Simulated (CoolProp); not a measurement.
A simple Rankine cycle with toluene: condensing at 324.15 K, boiler at 2.25 MPa, turbine inlet 546.2 K, turbine efficiency 0.9, pump efficiency 0.8, no recuperator. Each further row changes one setting.

Model: reference Helmholtz-energy equation of state, Lemmon 2006, in CoolProp. It is a short technical equation, of lower accuracy than the large ones.

| case | thermal efficiency (%) | net work (kJ/kg) | heat in (kJ/kg) | turbine exit temperature (K) | volume ratio over the turbine |
|---|---|---|---|---|---|
| as stated | 25.3 | 175 | 694 | 410.7 | 205 |
| turbine inlet 566.2 K | 25.2 | 188 | 745 | 434.9 | 189 |
| condensing temperature 316.15 K | 26.3 | 187 | 708 | 403.4 | 285 |
| boiler pressure 1.57 MPa | 24.1 | 174 | 721 | 428.8 | 122 |
| turbine efficiency 0.8 | 22.4 | 156 | 694 | 423.2 | 211 |
